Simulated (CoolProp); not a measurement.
Tetradecamethylhexasiloxane (MD4M) along the isobar 1.2 MPa: density (kg/m³) from the reference equation and from simpler models built on Tc = 653.2 K, pc = 0.8286 MPa, ω = 0.800; each cubic takes its own stable root.

The numbers come from the reference Helmholtz-energy equation of state, Thol 2019 in CoolProp.

```
T (K)   phase  reference  Soave-Redlich-Kwong  Peng-Robinson
-----  ------  ---------  -------------------  -------------
260.7  liquid      924.1                756.5          845.5
294.4  liquid      891.7                744.4          832.8
328    liquid      859.6                730.6          818.2
361.7  liquid      827.3                714.7          801.3
395.3  liquid      794.6                696.5          781.9
428.9  liquid      761.2                675.4          759.2
462.6  liquid      726.5                650.9          732.6
496.2  liquid      690.2                622.1          701.1
529.9  liquid      651.1                587.9          663.0
563.5  liquid      608.3                546.5          616.4
```
